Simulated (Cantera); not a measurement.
Charge: 1 mol Si, 0.72 mol Cl₂, 83 mol H₂, held at 1475 K and 0.0100 bar.

These are equilibrium values from Cantera (NASA tables, ideal gas, pure condensed phases), not measurements of a reactor. Candidate condensed phases: Si; 19 gas species. Kinetics and transport are ignored.

Problem. What is the equilibrium state?

Solution. 
| Property | Result |
|---|---|
| x(H₂) | 0.983 |
| x(HCl) | 0.0156 |
| x(SiCl₂) | 0.000781 |
| x(H) | 0.000129 |
| x(SiCl₃) | 3.61e-6 |
| x(Cl) | 1.66e-6 |
| x(SiH₂) | 1.06e-6 |
| n(Si(s)) | 0.934 mol |
| gas amount | 83.73 mol |
